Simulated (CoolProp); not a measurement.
The fluid at 455.32 K and 17.7 MPa flows at 0.18 m/s in a round tube of 1 mm bore and 15 µm roughness, fully developed (64/Re and Nu = 3.66 if laminar; Colebrook and Gnielinski if turbulent). The same conditions are run with several fluids, on thermodynamics alone (safety and materials aside).

Computed with CoolProp (reference Helmholtz-energy equation of state of each fluid (R11: Jacobsen 1992; water: Wagner 2002; n-heptane: Span 2003; n-octane: Beckmüller 2019; benzene: Thol 2012)).

| fluid | Reynolds number | Darcy friction factor | pressure drop (Pa/m) | heat-transfer coefficient (W/(m² K)) | mass flow (kg/h) |
|---|---|---|---|---|---|
| R11 | 1270 | 0.0504 | 939 | 217 | 0.585 |
| water | 1060 | 0.0606 | (withheld) | 2500 | 0.456 |
| n-heptane | 709 | 0.0903 | 839 | 355 | 0.292 |
| n-octane | 622 | 0.103 | 994 | 356 | 0.304 |
| benzene | (withheld) | (withheld) | 975 | 392 | 0.370 |

Q: What belongs in the gaps?

A: 
- water, pressure drop (Pa/m): 879
- benzene, Reynolds number: 774
- benzene, Darcy friction factor: 0.0827

Transport values come from each fluid's own correlations; those of R11 are estimates that may be off by 10 % or more.
